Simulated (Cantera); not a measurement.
A closed system holds: 1 mol Si, 0.011 mol N₂O, 660 mol N₂, equilibrated at 1827 °C and 0.0350 bar.

Cantera equilibrium calculation (NASA polynomials, part measured and part estimated; ideal gas, pure solids and liquids). Candidate condensed phases: Si, SiO₂, Si₂N₂O, Si₃N₄; 16 gas species. The tables' values for SiN are old estimates; treat these amounts as uncertain. Kinetics and transport are ignored.

Question: What is the equilibrium state?

Answer: 
- x(N₂) = 0.999
- x(Si) = 0.00138
- x(SiN) = 5.36e-5
- x(Si₂N) = 2.33e-5
- x(SiO) = 1.66e-5
- x(Si₂) = 6.52e-6
- gas amount = 661.0 mol
- log10 activity of Si(l) (absent) = -0.44
